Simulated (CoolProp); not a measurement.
Carbon dioxide along the isobar 5.63 MPa: Z from the reference equation and from simpler models built on Tc = 304.1 K, pc = 7.377 MPa, ω = 0.224; each cubic takes its own stable root.

Computed with CoolProp (reference Helmholtz-energy equation of state, Span 1996).

```csv
T (K),phase,reference
273,liquid,0.1153
282.7,liquid,0.1197
301.9,gas,0.6397
311.6,gas,0.6983
321.2,gas,0.7403
330.8,gas,0.7731
340.5,gas,0.8001
350.1,gas,0.8224
```

Q: How far does each simpler model (van der Waals, Redlich-Kwong, Soave-Redlich-Kwong, Peng-Robinson) lie from the reference over these 8 states: mean and median of the absolute difference, and the worst?

A: 
- van der Waals: mean 17.5 %, median 2.7 %, worst +64.3 % at 282.7 K and 5.63 MPa
- Redlich-Kwong: mean 5.8 %, median 1.2 %, worst +22.1 % at 282.7 K and 5.63 MPa
- Soave-Redlich-Kwong: mean 4.5 %, median 0.9 %, worst +16.6 % at 282.7 K and 5.63 MPa
- Peng-Robinson: mean 2.2 %, median 2.3 %, worst +3.4 % at 282.7 K and 5.63 MPa
